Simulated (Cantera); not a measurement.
What does this Cantera script print?

```python
import numpy as np
import cantera as ct

surf = ct.Interface("ptcombust.yaml", "Pt_surf")
gas = surf.adjacent["gas"]
gas.TPX = 300, 7000, {'H2': 0.01, 'O2': 0.078, 'N2': 0.79}
jet = ct.ImpingingJet(gas=gas, width=0.079, surface=surf)
jet.inlet.mdot, jet.inlet.T, jet.inlet.X = 0.048, 300, {'H2': 0.01, 'O2': 0.078, 'N2': 0.79}
jet.set_refine_criteria(ratio=10, slope=0.2, curve=0.3)
show, cover = ['H2', 'O2', 'H2O', 'OH'], ["PT(S)", "H(S)", "O(S)", "OH(S)", "CO(S)", "C(S)"]

rows = []
print(f"{'Ts/K':>7s}" + "".join(f"{s:>11s}" for s in show + cover) + "   (gas at the wall, coverages)")
for i, Ts in enumerate([500, 550, 600, 650, 700, 750]):
    jet.surface.T = Ts
    if i == 0:
        surf.TP = Ts, 7000
        surf.coverages = "PT(S):0.5, O(S):0.5"
        surf.advance_coverages(1.0)
        jet.set_initial_guess(products="inlet")
    jet.solve(loglevel=0, auto=(i == 0))
    rows.append([*(jet.X[gas.species_index(s), -1] for s in show), *surf[cover].coverages])
    print(f"{Ts:7g}" + "".join(f"{x:11.3e}" for x in rows[-1]))
```

Output:

```
   Ts/K         H2         O2        H2O         OH      PT(S)       H(S)       O(S)      OH(S)      CO(S)       C(S)   (gas at the wall, coverages)
    500  1.594e-03  7.818e-02  1.947e-02  1.479e-15  2.989e-02  3.044e-10  9.620e-01  8.119e-03 -2.031e-22 -2.837e-33
    550  1.588e-03  7.823e-02  1.929e-02  5.612e-14  3.161e-02  3.137e-10  9.638e-01  4.634e-03 -4.543e-20  1.197e-27
    600  1.580e-03  7.826e-02  1.915e-02  1.150e-12  3.334e-02  4.124e-10  9.638e-01  2.888e-03  9.968e-18 -4.232e-32
    650  1.531e-03  7.825e-02  1.910e-02  1.455e-11  3.611e-02  6.568e-10  9.619e-01  1.956e-03  2.803e-19 -1.218e-28
    700  1.305e-03  7.804e-02  1.941e-02  1.222e-10  4.508e-02  1.372e-09  9.534e-01  1.516e-03  2.651e-19  9.840e-30
    750  9.149e-04  7.766e-02  2.005e-02  6.903e-10  6.934e-02  3.993e-09  9.293e-01  1.361e-03  3.909e-21  8.845e-30
```

Model: Deutschmann's 1995 Pt surface mechanism with GRI-Mech 3.0 gas chemistry, integrated in Cantera. Catalytic surfaces can have several steady states; this one follows from the mechanism file's or the stated starting coverage.
